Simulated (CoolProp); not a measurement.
Vapour-liquid equilibrium of R1234yf (1) + R152A (2) at 5.48 bar; x and y are mole fractions of (1).

Computed with CoolProp (multi-fluid Helmholtz-energy mixture model, Lemmon 2022 and Outcalt 1996; pair parameters Bell 2023).

### Question
Give the bubble temperature and the first vapour's composition at x = 0.05, 0.2, 0.5. Is there an azeotrope?

### Answer
x = 0.05: 294.5 K, y = 0.070; x = 0.2: 292.6 K, y = 0.245; x = 0.5: 290.7 K, y = 0.525. y crosses x between x = 0.65 and 0.8: the model has an azeotrope there.

Pair parameters are fitted to limited data, so mixtures are less certain than the pure fluids.
